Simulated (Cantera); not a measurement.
# Si₂H₆ + HCl + H₂ + Cl₂ (silicon epitaxy and polysilicon growth)

A closed system holds: 1 mol Si₂H₆, 2.6 mol HCl, 750 mol H₂, 0.6 mol Cl₂, at 2.33 Torr.

These are equilibrium values from Cantera (NASA tables, ideal gas, pure condensed phases), not measurements of a reactor. Candidate condensed phases: Si; 19 gas species. The feed counts by its element totals alone. The tables' values for SiCl are old estimates; treat these amounts as uncertain. Gases not in the tables: Si₂H₆ and higher silanes. Kinetics and transport are ignored.

```
T (K)   x H₂    x HCl       x H      x Si  n Si(s)  n Si(l)
-----  -----  -------  --------  --------  -------  -------
950    0.995  0.00465   9.97e-9    <1e-12     1.91        0
1050   0.995  0.00491   1.45e-7    <1e-12     1.96        0
1150   0.995  0.00491   1.34e-6  6.39e-11     1.96        0
1250   0.995  0.00490   8.66e-6   2.68e-9     1.95        0
1350   0.995  0.00489   4.27e-5   6.43e-8     1.95        0
1450   0.995  0.00488  0.000169   9.93e-7     1.94        0
1550   0.994  0.00486  0.000564   1.07e-5     1.93        0
1650   0.993  0.00484   0.00163   8.64e-5     1.85        0
1750   0.990  0.00482   0.00416  0.000484        0     1.51
```
x: gas mole fraction; n: condensed amount in mol.

From 950 K to 1650 K the condensed part is Si(s). At 1750 K the condensed part is Si(l). The main Si-bearing gas is SiCl₄ at 950 K and Si at 1750 K. The share of Si in condensed phases is highest at 1050 K (98.0 %) and lowest at 1750 K (75.7 %).
